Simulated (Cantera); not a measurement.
Cantera run, input and output.

```python
import numpy as np
import cantera as ct

surf = ct.Interface("diamond.yaml", "diamond_100")
gas, bulk = surf.adjacent["gas"], surf.adjacent["diamond"]
k = surf.kinetics_species_index(bulk.species_names[0])
cover = ["c6HH", "c6H*", "c6*H", "c6**", "c6HM", "c6B"]

rows, drift = [], 0.0
print(f"{'xCH3':>10s}{'um/h':>11s}" + "".join(f"{s:>11s}" for s in cover))
for v in [1e-06, 2.4e-06, 5.7e-06, 1.4e-05, 3.3e-05, 7.9e-05, 0.00019, 0.00045, 0.0011]:
    T, P, xH, xCH3 = 1225, 13000, 0.00031, v
    gas.TPX = T, P, {"H": xH, "CH3": xCH3, "CH4": 0.018, "H2": 1 - xH - xCH3 - 0.018}
    surf.TP = bulk.TP = T, P
    surf.coverages = "c6H*:0.1, c6HH:0.9"
    surf.advance_coverages(100.0)
    before = surf.coverages
    surf.advance_coverages(100.0)
    drift = max(drift, np.max(np.abs(surf.coverages - before) / (surf.coverages + 1e-9)))
    rate = surf.net_production_rates[k] * bulk.mean_molecular_weight / bulk.density * 3.6e9
    rows.append([rate, *surf[cover].coverages])
    print(f"{v:10.4g}{rate:11.4e}" + "".join(f"{x:11.3e}" for x in rows[-1][1:]))
```

It prints:

```
      xCH3       um/h       c6HH       c6H*       c6*H       c6**       c6HM        c6B
     1e-06 8.2057e-03  5.098e-01  3.608e-02  4.402e-01  1.392e-02  1.969e-05  2.227e-11
   2.4e-06 1.9686e-02  5.097e-01  3.608e-02  4.402e-01  1.391e-02  4.724e-05  5.342e-11
   5.7e-06 4.6710e-02  5.097e-01  3.607e-02  4.401e-01  1.389e-02  1.121e-04  1.267e-10
   1.4e-05 1.1445e-01  5.095e-01  3.606e-02  4.399e-01  1.384e-02  2.751e-04  3.106e-10
   3.3e-05 2.6834e-01  5.091e-01  3.602e-02  4.395e-01  1.374e-02  6.470e-04  7.281e-10
   7.9e-05 6.3418e-01  5.081e-01  3.594e-02  4.385e-01  1.350e-02  1.540e-03  1.721e-09
   0.00019 1.4802e+00  5.059e-01  3.575e-02  4.362e-01  1.294e-02  3.653e-03  4.017e-09
   0.00045 3.2853e+00  5.010e-01  3.534e-02  4.312e-01  1.179e-02  8.400e-03  8.915e-09
    0.0011 7.0028e+00  4.901e-01  3.444e-02  4.202e-01  9.621e-03  1.932e-02  1.900e-08
```

Computed with Cantera and the Harris–Goodwin 1993 mechanism for the reconstructed diamond (100) surface.
